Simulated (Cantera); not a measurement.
An isothermal plug-flow reactor at 450 K and 1.00 atm (inlet), inlet velocity 1.2 m/s, active area per volume 3200 1/m; feed H₂ : O₂ : N₂ : H₂O = 0.002 : 0.054 : 0.79 : 0.0059 (molar parts), equivalence ratio 0.019.

Detailed kinetics in Cantera: Deutschmann's 1995 Pt surface mechanism with GRI-Mech 3.0 gas chemistry. Catalytic surfaces can have several steady states; this one follows from the mechanism file's or the stated starting coverage. Mass transfer to the wall is taken as infinitely fast.

Q: What does this change do: pressure from 1.00 atm to 0.523 atm?

A: 
```
quantity                 before    after
----------------------  -------  -------
x(H₂) at z = 0.014 m    4.67e-5  4.67e-5
x(O₂) at z = 0.014 m     0.0623   0.0623
x(H₂O) at z = 0.014 m   0.00924  0.00924
θ(free Pt) at the exit  0.00103  0.00103
θ(O*) at the exit         0.991    0.993
θ(OH*) at the exit      0.00807  0.00584
```
